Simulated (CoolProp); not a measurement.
Vapour-liquid equilibrium of C2F6 (R116) (1) + R22 (2) at 235.8 K; x and y are mole fractions of (1).

Model: multi-fluid Helmholtz-energy mixture model, Lemmon 2006 and Kamei 1995; pair parameters Bell 2016, in CoolProp.

**Question.** Give the bubble pressure and the first vapour's composition at x = 0.35, 0.65, 0.8. Is there an azeotrope?

**Answer.** x = 0.35: 0.4748 MPa, y = 0.777; x = 0.65: 0.5334 MPa, y = 0.831; x = 0.8: 0.5628 MPa, y = 0.877. No azeotrope shows between x = 0.05 and 0.95.

The pair parameters rest on a limited set of measurements; away from them the model extrapolates. With so large a gap from Raoult's law the liquid may split in two, which this calculation doesn't test in full.
